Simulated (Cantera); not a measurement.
A perfectly stirred reactor is fed with H₂ : O₂ : N₂ = 0.19 : 1 : 3.5 (molar parts), equivalence ratio 0.095, at 2670 Pa; it is held at 1350 K, and followed from long to short residence time.

Detailed kinetics in Cantera: the H2/O2 subset of GRI-Mech 3.0, which has no nitrogen chemistry. Radical loss at walls, strong at low pressure, is not modelled. The temperature is held fixed by assumption; the heat of reaction is taken as removed at once.

### Question
What does this change do: temperature 1350 to 1225 K?

### Answer
| quantity | before | after |
|---|---|---|
| x(H₂) at τ = 2.00 s | 0.000142 | 0.000131 |
| x(O₂) at τ = 2.00 s | 0.196 | 0.196 |
| x(HO₂) at τ = 2.00 s | 6.36e-7 | 9.20e-7 |
| x(H) at τ = 2.00 s | 0.000168 | 0.000129 |
| x(O) at τ = 2.00 s | 0.00120 | 0.000822 |
| x(H₂) at τ = 16.0 ms | 0.00179 | 0.00200 |
| x(O₂) at τ = 16.0 ms | 0.189 | 0.191 |
| x(HO₂) at τ = 16.0 ms | 1.45e-6 | 2.00e-6 |
| x(H) at τ = 16.0 ms | 0.00709 | 0.00693 |
| x(O) at τ = 16.0 ms | 0.0143 | 0.0109 |
